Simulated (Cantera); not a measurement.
Thermodynamics of silicon nitride deposition, feed Si₂Cl₆ + N₂ + NH₃

Input: 1 mol Si₂Cl₆, 2 mol N₂, 16 mol NH₃, at 0.00810 bar.

These are equilibrium values from Cantera (NASA tables, ideal gas, pure condensed phases), not measurements of a reactor. Candidate condensed phases: NH₄Cl, Si, Si₃N₄; 28 gas species. The feed counts by its element totals alone. The tables' values for SiCl, SiCl₃, SiN are old estimates; treat these amounts as uncertain. Gases not in the tables: Si₂H₆ and higher silanes. Kinetics and transport are ignored.

From 1148 K to 1673 K the condensed part is Si₃N₄(s). From 1748 K to 2048 K the condensed part is Si(l). At 2123 K nothing is condensed. The main Si-bearing gas is SiCl₄ at 1148 K and SiCl₂ at 2123 K. The share of Si in condensed phases is highest at 1148 K (99.5 %) and lowest at 2123 K (0.0 %).

| T (K) | x H₂ | x N₂ | x HCl | x SiCl₂ | x H | x Si | n Si₃N₄(s) | n Si(l) |
|---|---|---|---|---|---|---|---|---|
| 1148 | 0.589 | 0.243 | 0.167 | 2.01e-5 | 6.11e-7 | <1e-12 | 0.664 | 0 |
| 1223 | 0.589 | 0.243 | 0.167 | 0.000109 | 2.56e-6 | <1e-12 | 0.663 | 0 |
| 1298 | 0.590 | 0.243 | 0.166 | 0.000481 | 9.14e-6 | 1.93e-11 | 0.658 | 0 |
| 1373 | 0.590 | 0.244 | 0.163 | 0.00175 | 2.84e-5 | 6.42e-10 | 0.642 | 0 |
| 1448 | 0.593 | 0.246 | 0.156 | 0.00515 | 7.88e-5 | 1.47e-8 | 0.600 | 0 |
| 1523 | 0.597 | 0.249 | 0.141 | 0.0120 | 0.000198 | 2.46e-7 | 0.516 | 0 |
| 1598 | 0.603 | 0.254 | 0.120 | 0.0222 | 0.000459 | 3.12e-6 | 0.393 | 0 |
| 1673 | 0.609 | 0.260 | 0.0964 | 0.0334 | 0.000987 | 3.13e-5 | 0.255 | 0 |
| 1748 | 0.605 | 0.270 | 0.0837 | 0.0386 | 0.00197 | 0.000180 | 0 | 0.546 |
| 1823 | 0.602 | 0.270 | 0.0863 | 0.0370 | 0.00373 | 0.000546 | 0 | 0.579 |
| 1898 | 0.597 | 0.269 | 0.0884 | 0.0355 | 0.00671 | 0.00152 | 0 | 0.580 |
| 1973 | 0.591 | 0.267 | 0.0898 | 0.0338 | 0.0115 | 0.00390 | 0 | 0.515 |
| 2048 | 0.580 | 0.264 | 0.0903 | 0.0318 | 0.0189 | 0.00933 | 0 | 0.310 |
| 2123 | 0.562 | 0.260 | 0.0926 | 0.0281 | 0.0299 | 0.0185 | 0 | 0 |
x: gas mole fraction; n: condensed amount in mol.
